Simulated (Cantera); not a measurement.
**Metals in furnace atmospheres: Pb + CO₂ + N₂**

Input: 1 mol Pb, 0.18 mol CO₂, 290 mol N₂, equilibrated at 1125 K and 11.0 bar.

Equilibrium computed with Cantera from the NASA thermochemical tables; the gas is ideal and each condensed phase is pure. Candidate condensed phases: C, Pb, PbO, PbO₂, Pb₃O₄; 27 gas species. Kinetics and transport are ignored.

- x(N₂) = 0.999
- x(CO₂) = 0.000620
- x(Pb) = 1.72e-5
- n(Pb(l)) = 0.995 mol
- gas amount = 290.2 mol
- log10 activity of PbO₂(s) (absent) = -8.26
- log10 activity of C(graphite) (absent) = -9.76
